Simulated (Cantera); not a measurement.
B₂H₆ + N₂ + H₂ (boron, boron nitride and boron oxide)

Charge: 1 mol B₂H₆, a varied amount of N₂, 110 mol H₂, equilibrated at 1048 K and 0.0350 bar.

Method: chemical equilibrium by Gibbs-energy minimisation in Cantera with the NASA 1993 tables (ideal gas, pure condensed phases). Candidate condensed phases: B, BN; 15 gas species. The feed counts by its element totals alone. N₂ is the only nitrogen source here; it is nearly inert below about 1500 K, so the nitride shown seldom forms there in practice. Mutual solubility and eutectic melting of coexisting phases are not modelled. Rates play no part.

From 0.23 mol N₂ to 0.72 mol N₂ the condensed part is B(s) + BN(s). From 1.1 mol N₂ to 7.4 mol N₂ the condensed part is BN(s).

```json
[
 {"n(N₂) (mol)": "0.23", "x H₂": "1.00", "x N₂": "<1e-12", "x NH₃": "1.02e-12", "x BH₃": "4.79e-8", "x H": "4.13e-8", "x BH₂": "1.17e-8", "n B(s)": "1.54", "n BN(s)": "0.460"},
 {"n(N₂) (mol)": "0.33", "x H₂": "1.00", "x N₂": "<1e-12", "x NH₃": "1.02e-12", "x BH₃": "4.79e-8", "x H": "4.13e-8", "x BH₂": "1.17e-8", "n B(s)": "1.34", "n BN(s)": "0.660"},
 {"n(N₂) (mol)": "0.49", "x H₂": "1.00", "x N₂": "<1e-12", "x NH₃": "1.02e-12", "x BH₃": "4.79e-8", "x H": "4.13e-8", "x BH₂": "1.17e-8", "n B(s)": "1.02", "n BN(s)": "0.980"},
 {"n(N₂) (mol)": "0.72", "x H₂": "1.00", "x N₂": "<1e-12", "x NH₃": "1.02e-12", "x BH₃": "4.79e-8", "x H": "4.13e-8", "x BH₂": "1.17e-8", "n B(s)": "0.560", "n BN(s)": "1.44"},
 {"n(N₂) (mol)": "1.1", "x H₂": "0.999", "x N₂": "0.000884", "x NH₃": "4.46e-7", "x BH₃": "<1e-12", "x H": "4.13e-8", "x BH₂": "<1e-12", "n B(s)": "0", "n BN(s)": "2.00"},
 {"n(N₂) (mol)": "1.6", "x H₂": "0.995", "x N₂": "0.00528", "x NH₃": "1.08e-6", "x BH₃": "<1e-12", "x H": "4.12e-8", "x BH₂": "<1e-12", "n B(s)": "0", "n BN(s)": "2.00"},
 {"n(N₂) (mol)": "2.3", "x H₂": "0.989", "x N₂": "0.0114", "x NH₃": "1.58e-6", "x BH₃": "<1e-12", "x H": "4.11e-8", "x BH₂": "<1e-12", "n B(s)": "0", "n BN(s)": "2.00"},
 {"n(N₂) (mol)": "3.4", "x H₂": "0.979", "x N₂": "0.0208", "x NH₃": "2.10e-6", "x BH₃": "<1e-12", "x H": "4.09e-8", "x BH₂": "<1e-12", "n B(s)": "0", "n BN(s)": "2.00"},
 {"n(N₂) (mol)": "5", "x H₂": "0.966", "x N₂": "0.0342", "x NH₃": "2.64e-6", "x BH₃": "<1e-12", "x H": "4.06e-8", "x BH₂": "<1e-12", "n B(s)": "0", "n BN(s)": "2.00"},
 {"n(N₂) (mol)": "7.4", "x H₂": "0.946", "x N₂": "0.0536", "x NH₃": "3.20e-6", "x BH₃": "<1e-12", "x H": "4.02e-8", "x BH₂": "<1e-12", "n B(s)": "0", "n BN(s)": "2.00"}
]
```
x: gas mole fraction; n: condensed amount in mol.
